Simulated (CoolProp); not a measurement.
Properties of R134a along the isobar 101 kPa.

Computed with CoolProp (reference Helmholtz-energy equation of state, Tillner-Roth 1994).

| T (°C) | phase | speed of sound (m/s) | expansivity (1/kK) | Prandtl number | fugacity coefficient |
|---|---|---|---|---|---|
| -54.15 | liquid | 875.1 | 1.926 | 6.21 | 0.2249 |
| -34.75 | liquid | 782.7 | 2.095 | 5.04 | 0.6433 |
| -15.35 | gas | 149.3 | 4.461 | 0.803 | 0.9655 |
| 3.95 | gas | 155.4 | 3.993 | 0.770 | 0.9737 |
| 23.35 | gas | 161.1 | 3.642 | 0.752 | 0.9795 |
| 42.75 | gas | 166.4 | 3.362 | 0.742 | 0.9837 |
| 62.15 | gas | 171.5 | 3.129 | 0.736 | 0.9869 |
| 81.55 | gas | 176.5 | 2.932 | 0.734 | 0.9893 |
| 100.95 | gas | 181.2 | 2.761 | 0.734 | 0.9912 |
| 120.35 | gas | 185.8 | 2.611 | 0.736 | 0.9927 |
| 139.65 | gas | 190.2 | 2.478 | 0.739 | 0.9939 |

Viscosity comes from a separate model (Huber 2003), an estimate that may be off by 10 % or more. Thermal conductivity comes from a separate model (McLinden 2000), an estimate that may be off by 10 % or more.
